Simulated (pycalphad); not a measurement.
Computed with pycalphad from the COST 507 light-alloy database (1999), at 1 atm. These are 1990s assessments: newer ones move some temperatures and phases. Phase fractions are per mole of atoms.

**Question.** Give the equilibrium state of Mg-1.092Si-14.26Al (wt.%) at 477 °C.

**Answer.** HCP_A3, fraction 0.706, with <0.01 Si, 9.5 Al wt.%; LIQUID, fraction 0.267, with 0.26 Si, 28.1 Al wt.%; MG2SI, fraction 0.027, with 36.6 Si, no Al wt.%.

**Question.** Give the equilibrium state of Mg-1.092Si-14.26Al (wt.%) at 202 °C.

**Answer.** HCP_A3, fraction 0.703, with <0.01 Si, 3.1 Al wt.%; ALMG_GAMMA, fraction 0.269, with no Si, 43.9 Al wt.%; MG2SI, fraction 0.029, with 36.6 Si, no Al wt.%.

Database names, with the compositions (at.%) that they take in these runs: MG2SI: Mg 67 Si 33; ALMG_GAMMA: Mg 59 Al 40. HCP_A3 is hcp. An entry "none" or "no" means that the model of the phase leaves that element out.
